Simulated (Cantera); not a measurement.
A closed system holds: 1 mol Si3N4, 46 mol H2, at 1973 K and 0.0293 Torr.

Equilibrium computed with Cantera from the NASA thermochemical tables; the gas is ideal and each condensed phase is pure. Candidate condensed phases: Si, Si3N4; 18 gas species. The tables' values for SiN are old estimates; treat these amounts as uncertain. The numbers say what is thermodynamically allowed, not how fast it happens.

Base state: H2 0.727, H 0.184, Si 0.0531, N2 0.0356, SiH 0.000205, Si2 3.38e-5, SiN 1.74e-5 (mole fractions); condensed: gas only.

Q: What changes in the equilibrium state with this change: temperature from 1973 K to 800 K?

A: 
```
species          before  after
-------------  --------  -----
H2                0.727   1.00
H                 0.184  <1e-9
Si               0.0531  <1e-9
N2               0.0356  <1e-9
SiH            0.000205  <1e-9
Si2             3.38e-5  <1e-9
SiN             1.74e-5  <1e-9
Si3N4(s), mol         0   1.00
```
